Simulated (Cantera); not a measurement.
A perfectly stirred reactor is fed with CH₄ : H₂O : H₂ = 1 : 2.2 : 1.6 (molar parts), at 0.160 bar; it is held at 1550 K, and followed from long to short residence time.

Detailed kinetics in Cantera: GRI-Mech 3.0 (53 species, 325 reactions).

### Question
What does this change do: pressure from 0.160 bar to 10.0 bar?

### Answer
```json
[
 {"quantity": "x(CH₄) at τ = 4.30 s", "before": "0.0623", "after": "0.113"},
 {"quantity": "x(H₂O) at τ = 4.30 s", "before": "0.357", "after": "0.337"},
 {"quantity": "x(H₂) at τ = 4.30 s", "before": "0.508", "after": "0.487"},
 {"quantity": "x(C₂H₄) at τ = 4.30 s", "before": "0.000739", "after": "0.00355"},
 {"quantity": "x(C₂H₆) at τ = 4.30 s", "before": "1.42e-5", "after": "0.000105"},
 {"quantity": "x(CH₄) at τ = 0.130 s", "before": "0.178", "after": "0.157"},
 {"quantity": "x(H₂O) at τ = 0.130 s", "before": "0.447", "after": "0.435"},
 {"quantity": "x(H₂) at τ = 0.130 s", "before": "0.363", "after": "0.384"},
 {"quantity": "x(C₂H₄) at τ = 0.130 s", "before": "0.00103", "after": "0.00769"},
 {"quantity": "x(C₂H₆) at τ = 0.130 s", "before": "0.000103", "after": "0.000207"}
]
```

### Question
What does this change do: temperature 1550 to 2198 K?

### Answer
| quantity | before | after |
|---|---|---|
| x(CH₄) at τ = 4.30 s | 0.0623 | 3.67e-5 |
| x(H₂O) at τ = 4.30 s | 0.357 | 0.169 |
| x(H₂) at τ = 4.30 s | 0.508 | 0.674 |
| x(C₂H₄) at τ = 4.30 s | 0.000739 | 1.53e-9 |
| x(C₂H₆) at τ = 4.30 s | 1.42e-5 | 3.06e-11 |
| x(CH₄) at τ = 0.130 s | 0.178 | 0.00157 |
| x(H₂O) at τ = 0.130 s | 0.447 | 0.173 |
| x(H₂) at τ = 0.130 s | 0.363 | 0.671 |
| x(C₂H₄) at τ = 0.130 s | 0.00103 | 2.11e-6 |
| x(C₂H₆) at τ = 0.130 s | 0.000103 | 4.38e-8 |

### Question
What does this change do: temperature 1550 to 1975 K?

### Answer
```csv
quantity,before,after
x(CH₄) at τ = 4.30 s,0.0623,0.00101
x(H₂O) at τ = 4.30 s,0.357,0.170
x(H₂) at τ = 4.30 s,0.508,0.680
x(C₂H₄) at τ = 4.30 s,0.000739,4.75e-7
x(C₂H₆) at τ = 4.30 s,1.42e-5,1.32e-8
x(CH₄) at τ = 0.130 s,0.178,0.0106
x(H₂O) at τ = 0.130 s,0.447,0.222
x(H₂) at τ = 0.130 s,0.363,0.637
x(C₂H₄) at τ = 0.130 s,0.00103,4.49e-5
x(C₂H₆) at τ = 0.130 s,0.000103,1.43e-6
```
